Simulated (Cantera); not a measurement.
Mixture: C2H4 : O2 : N2 : CO2 = 1 : 2.31 : 8.68 : 1.7 (molar parts), equivalence ratio 1.3, at 550000 Pa, adiabatic and at constant volume. Ignition delay is the time to a rise of 400 K.

Cantera simulation using GRI-Mech 3.0 (53 species, 325 reactions); the numbers are that mechanism's predictions, not measurements. GRI-Mech 3.0 was tuned for natural gas; its chemistry of ethylene as a main component is partial and can be far from experiment.

| quantity | before | after |
|---|---|---|
| delay at 1225 K | 0.510 ms | 0.392 ms |
| delay at 1275 K | 0.158 ms | 0.124 ms |
| delay at 1325 K | 54.7 µs | 54.2 µs |
| delay at 1375 K | 24.0 µs | 31.7 µs |
| delay at 1425 K | 13.7 µs | 21.5 µs |
| delay at 1475 K | 9.12 µs | 15.9 µs |
| delay at 1525 K | 6.67 µs | 12.3 µs |
| apparent activation energy between 1425 and 1525 K | 130 kJ/mol | 100 kJ/mol |

Name the change that produced these shifts.
A. constant pressure in place of constant volume
B. N2 8.68 to 15 parts
C. pressure from 550000 Pa to 250000 Pa
D. pressure from 550000 Pa to 1000000 Pa

C, pressure from 550000 Pa to 250000 Pa
